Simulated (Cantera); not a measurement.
An adiabatic, constant-pressure homogeneous reactor starts with 5.62 % CH4, 1.01 % H2, 9.05 % O2, 84.3 % N2, equivalence ratio 1.3, at 1075 K and 4.93 atm.

Cantera simulation using GRI-Mech 3.0 (53 species, 325 reactions); the numbers are that mechanism's predictions, not measurements.

### Question
Predict: time of steepest temperature rise; temperature at 0.100 s; equilibrium temperature; x(H2) at 0.100 s; x(O2) at 0.100 s; x(CO2) at 0.100 s.

### Answer
```
Item                                                                 Value
---------------------------------  ---------------------------------------
time of steepest temperature rise                                  16.2 ms
temperature at 0.100 s                                              1963 K
equilibrium temperature                                             1963 K
x(H2) at 0.100 s                     0.0239 (gas-phase equilibrium 0.0239)
x(O2) at 0.100 s                   1.54e-7 (gas-phase equilibrium 1.54e-7)
x(CO2) at 0.100 s                    0.0261 (gas-phase equilibrium 0.0261)
```
